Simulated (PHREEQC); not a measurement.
Solution (30 °C and 300 atm): 41 mmol/kgw HF, 6.9 mmol/kgw NaF, 0.2 mmol/kgw H4SiO4 and 0.071 mmol/kgw KH2PO4. Closed to the air; pH follows from the charge balance.

The numbers come from PHREEQC with the ion-association model, phreeqc.dat.

### Question
The ionic strength comes out as 0.0107 mol/kgw. What activity coefficients do F-, HF2-, K+, Na+, SiF6-2 get?

### Answer
F- 0.90, HF2- 0.90, K+ 0.90, Na+ 0.90, SiF6-2 0.66.

Precipitation was switched off in this run. Under pressure, the constants of complexes without a molar volume in the database are unreliable. SiF6-2 is the database's only silicon fluoride.
